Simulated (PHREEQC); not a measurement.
Dissolve 1.7 mmol/kgw HF, 0.15 mmol/kgw NH4F, 21 mmol/kgw (NH4)2SiF6 and 11 mmol/kgw H2SO4 at 40 °C. Closed to the air; pH follows from the charge balance.

Computed with PHREEQC (ion-association model, phreeqc.dat).

Task: The ionic strength comes out as 0.0820 mol/kgw. What activity coefficients do SiF6-2, NH4+, HSO4-, HF2-, H+ get?

Result: SiF6-2 0.39, NH4+ 0.76, HSO4- 0.79, HF2- 0.79, H+ 0.83.

This is a speciation only: nothing precipitates in the calculation. Examples of supersaturated solids here: Quartz (slow to form), Chalcedony (slow to form). Others may be too. Complexes and solids missing from the database can't appear. Away from 25 °C the constants follow the database's enthalpies or fits; those with neither stay at their 25 °C values. SiF6-2 is the database's only silicon fluoride.
